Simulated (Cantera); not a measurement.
Equilibrium for silicon epitaxy and polysilicon growth: Si2H6 + H2

A closed system holds: 1 mol Si2H6, 14 mol H2, held at 26.0 mbar.

Equilibrium computed with Cantera from the NASA thermochemical tables; the gas is ideal and each condensed phase is pure. Candidate condensed phases: Si; 9 gas species. The feed counts by its element totals alone. Gases not in the tables: Si2H6 and higher silanes. The numbers say what is thermodynamically allowed, not how fast it happens.

From 1227 °C to 1402 °C the condensed part is Si(s). At 1427 °C the condensed part is Si(l). The main Si-bearing gas is SiH2 at 1227 °C and Si at 1427 °C.

| T (°C) | log p H2 | log p H | log p Si | log p SiH2 | log p SiH | log p Si2 | n Si(s) | n Si(l) |
|---|---|---|---|---|---|---|---|---|
| 1227 | -1.59 | -5.55 | -7.98 | -7.41 | -8.26 | -10.87 | 2.00 | 0 |
| 1252 | -1.59 | -5.42 | -7.72 | -7.27 | -8.05 | -10.54 | 2.00 | 0 |
| 1277 | -1.59 | -5.29 | -7.48 | -7.14 | -7.85 | -10.22 | 2.00 | 0 |
| 1302 | -1.59 | -5.17 | -7.24 | -7.01 | -7.66 | -9.91 | 2.00 | 0 |
| 1327 | -1.59 | -5.06 | -7.01 | -6.89 | -7.47 | -9.61 | 2.00 | 0 |
| 1352 | -1.59 | -4.94 | -6.79 | -6.76 | -7.28 | -9.32 | 2.00 | 0 |
| 1377 | -1.59 | -4.83 | -6.57 | -6.65 | -7.10 | -9.04 | 2.00 | 0 |
| 1402 | -1.59 | -4.73 | -6.36 | -6.53 | -6.93 | -8.77 | 2.00 | 0 |
| 1427 | -1.59 | -4.62 | -6.17 | -6.43 | -6.77 | -8.53 | 0 | 2.00 |
log p: log10 of the partial pressure in bar; n: condensed amount in mol.
